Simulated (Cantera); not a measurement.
Mixture: CH4 : O2 : N2 = 1 : 2.44 : 7.07 (molar parts), equivalence ratio 0.82, at 3.70 bar, adiabatic and at constant volume. Ignition delay is the time to a rise of 400 K.

Detailed kinetics in Cantera: GRI-Mech 3.0 (53 species, 325 reactions).

Question: What does this change do: pressure from 3.70 bar to 7.40 bar?

Answer: 
| quantity | before | after |
|---|---|---|
| delay at 1150 K | 18.6 ms | 8.83 ms |
| delay at 1300 K | 2.63 ms | 1.36 ms |
| delay at 1450 K | 0.493 ms | 0.273 ms |
| delay at 1600 K | 0.121 ms | 68.6 µs |
| apparent activation energy between 1525 and 1675 K | 180 kJ/mol | 180 kJ/mol |
